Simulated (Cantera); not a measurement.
Input (Python, Cantera):

```python
import numpy as np
import cantera as ct

gas = ct.Solution("gri30.yaml")
gas.TPX = 1650, 120000, {'C2H6': 1, 'H2': 2.2}
inlet = ct.Reservoir(gas, clone=True)

reactor = ct.IdealGasConstPressureReactor(gas, energy="off", clone=False)
exhaust = ct.Reservoir(gas, clone=True)
tau = [15, 5, 1.7, 0.58, 0.2, 0.067, 0.023, 0.0078, 0.0026, 0.0009][0]
for a, b in ((inlet, reactor), (reactor, exhaust)):
    ct.MassFlowController(a, b, mdot=lambda t: reactor.mass / tau)
net = ct.ReactorNet([reactor])
show = ['C2H6', 'H2', 'CH4', 'C2H4', 'C2H2', 'CH2', 'H']

rows = []
print(f"{'tau/s':>10s}{'T/K':>9s}" + "".join(f"{s:>11s}" for s in show))
for tau in [15, 5, 1.7, 0.58, 0.2, 0.067, 0.023, 0.0078, 0.0026, 0.0009]:
    net.initial_time = 0.0
    net.advance(30 * tau)
    before = gas.X
    net.advance(40 * tau)
    drift = np.max(np.abs(gas.X - before) / (gas.X + 1e-9))
    rows.append([gas.T, *gas[show].X, drift])
    print(f"{tau:10.3e}{gas.T:9.1f}" + "".join(f"{x:11.3e}" for x in gas[show].X))
```

Output:

```
     tau/s      T/K       C2H6         H2        CH4       C2H4       C2H2        CH2          H
 1.500e+01   1650.0  3.162e-05  7.613e-01  6.384e-02  1.081e-02  1.639e-01  1.171e-08  7.305e-05
 5.000e+00   1650.0  3.431e-05  7.602e-01  6.534e-02  1.079e-02  1.634e-01  1.209e-08  7.336e-05
 1.700e+00   1650.0  4.203e-05  7.575e-01  6.925e-02  1.074e-02  1.622e-01  1.313e-08  7.423e-05
 5.800e-01   1650.0  6.371e-05  7.515e-01  7.787e-02  1.067e-02  1.596e-01  1.576e-08  7.655e-05
 2.000e-01   1650.0  1.208e-04  7.418e-01  9.182e-02  1.071e-02  1.552e-01  2.163e-08  8.226e-05
 6.700e-02   1650.0  2.663e-04  7.311e-01  1.069e-01  1.135e-02  1.499e-01  3.425e-08  9.565e-05
 2.300e-02   1650.0  5.918e-04  7.241e-01  1.161e-01  1.334e-02  1.452e-01  5.938e-08  1.213e-04
 7.800e-03   1650.0  1.319e-03  7.195e-01  1.210e-01  1.781e-02  1.396e-01  1.101e-07  1.633e-04
 2.600e-03   1650.0  3.004e-03  7.129e-01  1.268e-01  2.684e-02  1.293e-01  2.106e-07  2.219e-04
 9.000e-04   1650.0  6.796e-03  7.021e-01  1.355e-01  4.252e-02  1.114e-01  3.921e-07  2.905e-04
```

Cantera simulation using GRI-Mech 3.0 (53 species, 325 reactions); the numbers are that mechanism's predictions, not measurements. GRI-Mech 3.0 stops at C3 and has no aromatics, soot or wall deposition, so with more carbon than oxygen in the feed, carbon stays in small species such as C2H2 where larger ones or solid carbon would form.
